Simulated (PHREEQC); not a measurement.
# Copper plating or etch bath (model solution)

Dissolve 0.2 mol/kgw CuSO4 and 0.024 mol/kgw KCl at 25 °C. Closed to the air; pH follows from the charge balance.

Model: ion-association model, wateq4f.dat, run in PHREEQC.

Each row changes one thing in this solution. No solid was allowed to form.

```
case                                             pH  ionic strength (mol/kgw)  SO4-2 (mol/kgw)  HSO4- (mol/kgw)
---------------------------------------------  ----  ------------------------  ---------------  ---------------
as made                                        4.43                     0.409           0.0956         0.000112
CuSO4 replaced by NaHSO4 at the same molality  1.22                     0.347           0.0613            0.123
diluted 100-fold with water                    5.19                   0.00704          0.00170          8.17e-7
KCl left out                                   4.44                     0.381              ___         0.000113
temperature from 25 to 15 °C                   4.55                     0.416           0.0971          7.17e-5
temperature from 25 to 70 °C                   4.03                     0.396              ___              ___
KCl from 0.024 to 0.0264 mol/kgw               4.43                     0.412           0.0956         0.000111
```

Question: What belongs in the gaps?

Answer: 
- KCl left out, SO4-2 (mol/kgw): 0.0951
- temperature from 25 to 70 °C, SO4-2 (mol/kgw): 0.0937
- temperature from 25 to 70 °C, HSO4- (mol/kgw): 0.000798

Complexes and solids missing from the database can't appear. Some of these states are supersaturated (in Antlerite, Brochantite, Atacamite, for instance). Constants without temperature data keep their 25 °C values here.
